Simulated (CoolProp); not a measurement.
The fluid at 242.98 K and 13.3 MPa (liquid) is heated at constant pressure to 410 K. The same conditions are run with several fluids, on thermodynamics alone (safety and materials aside).

Model: reference Helmholtz-energy equation of state of each fluid (propylene glycol: Eisenbach 2021; R1224YDZ: Akasaka 2023; R142b: Lemmon 2006; tetradecamethylhexasiloxane (MD4M): Thol 2019), in CoolProp.

**Question.** Rank propylene glycol, R1224YDZ, R142b, tetradecamethylhexasiloxane (MD4M) by heat (kJ/kg), highest first.

**Answer.** propylene glycol (440), tetradecamethylhexasiloxane (MD4M) (294), R142b (222), R1224YDZ (195)

```tsv
fluid	final density (kg/m³)
propylene glycol	951
R1224YDZ	1110
R142b	873
tetradecamethylhexasiloxane (MD4M)	807
```
